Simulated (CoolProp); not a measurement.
Vapour pressure (kPa) of R124: the reference equation beside estimates from Tc = 395.4 K, pc = 3624 kPa, ω = 0.288. Clausius-Clapeyron is anchored at 199.5 K with a constant enthalpy of vaporisation of 26.27 kJ/mol.

Values from CoolProp's reference Helmholtz-energy equation of state, de Vries 1995.

```tsv
T (K)	reference	Clausius-Clapeyron	Soave-Redlich-Kwong	Peng-Robinson
179.5	0.4681	0.4885	0.4734	0.5355
199.5	2.852	2.852	2.842	3.068
219.4	11.74	11.99	11.64	12.17
239.4	36.83	39.93	36.55	37.35
259.4	93.96	110.5	93.54	94.11
279.3	204.4	263.0	204.4	203.6
299.3	396.4	560.1	398.3	394.3
319.2	699.4	1082	705.9	696.7
339.2	1152	1939	1167	1151
359.1	1789	3248	1815	1795
```

Absolute difference from the reference over all 10 rows, mean and median: Clausius-Clapeyron 30.7 and 23.1 %, Soave-Redlich-Kwong 0.8 and 0.8 %, Peng-Robinson 2.9 and 0.5 %.
